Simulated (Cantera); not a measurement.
What does this Cantera script print?

```python
import numpy as np
import cantera as ct

gas = ct.Solution("gri30.yaml")
gas.TPX = 1398, 2666, {'H2': 0.25, 'O2': 1}
reactor = ct.IdealGasConstPressureReactor(gas, energy="off", clone=False)
net = ct.ReactorNet([reactor])
net.rtol, net.atol = 1e-08, 1e-18
show = ['H2', 'O2', 'H2O', 'H2O2', 'H', 'HO2']
times = np.geomspace(9e-06, 100, 13)

steps = ct.SolutionArray(gas, extra=["t"])
rows = []
print(f"{'t/s':>10s}{'T/K':>9s}{'P/Pa':>11s}" + "".join(f"{s:>11s}" for s in show))
for t in times:
    while net.time < t:
        t_next = net.step()
        steps.append(gas.state, t=t_next)
    rows.append([np.interp(t, steps.t, y) for y in (steps.T, steps.P, *steps(*show).X.T)])
    print(f"{t:10.3e}{rows[-1][0]:9.1f}{rows[-1][1]:11.4g}" + "".join(f"{x:11.3e}" for x in rows[-1][2:]))
rate = np.gradient(steps.T, steps.t)
print("integrator steps:", len(steps.t))
if steps.T.max() > steps.T[0] + 200:
    print(f"time of steepest temperature rise: {steps.t[rate.argmax()]:.4e} s")
gas.TPX = 1398, 2666, {'H2': 0.25, 'O2': 1}
gas.equilibrate("TP")
print(f"equilibrium (TP): T = {gas.T:.1f} K  " + "  ".join(f"{s} {gas[s].X[0]:.3e}" for s in show))
```

Output:

```
       t/s      T/K       P/Pa         H2         O2        H2O       H2O2          H        HO2
 9.000e-06   1398.0       2666  2.000e-01  8.000e-01  8.462e-09  4.270e-11  5.613e-08  6.547e-08
 3.478e-05   1398.0       2666  2.000e-01  8.000e-01  3.670e-07  6.266e-10  3.754e-07  2.530e-07
 1.344e-04   1398.0       2666  1.998e-01  7.999e-01  1.544e-04  9.098e-09  8.956e-05  1.144e-06
 5.196e-04   1398.0       2666  1.005e-02  6.741e-01  1.546e-01  4.059e-07  5.535e-02  1.081e-05
 2.008e-03   1398.0       2666  8.178e-03  6.983e-01  1.714e-01  4.322e-07  3.781e-02  1.134e-05
 7.762e-03   1398.0       2666  3.364e-03  7.481e-01  2.040e-01  3.990e-07  8.653e-03  1.047e-05
 3.000e-02   1398.0       2666  3.515e-04  7.739e-01  2.194e-01  1.603e-07  2.758e-04  3.583e-06
 1.159e-01   1398.0       2666  2.900e-05  7.771e-01  2.216e-01  4.045e-08  6.555e-06  5.153e-07
 4.481e-01   1398.0       2666  3.845e-06  7.776e-01  2.220e-01  1.058e-08  3.197e-07  1.358e-07
 1.732e+00   1398.0       2666  9.157e-07  7.777e-01  2.221e-01  4.107e-09  3.748e-08  1.319e-07
 6.694e+00   1398.0       2666  6.808e-07  7.777e-01  2.221e-01  3.530e-09  2.409e-08  1.429e-07
 2.587e+01   1398.0       2666  6.804e-07  7.777e-01  2.221e-01  3.530e-09  2.407e-08  1.429e-07
 1.000e+02   1398.0       2666  6.804e-07  7.777e-01  2.221e-01  3.530e-09  2.407e-08  1.429e-07
integrator steps: 1650
equilibrium (TP): T = 1398.0 K  H2 6.804e-07  O2 7.777e-01  H2O 2.221e-01  H2O2 3.530e-09  H 2.407e-08  HO2 1.429e-07
```

Computed with Cantera and GRI-Mech 3.0 (53 species, 325 reactions). Radical loss at walls, strong at low pressure, is not modelled. The temperature is held fixed by assumption; the heat of reaction is taken as removed at once.
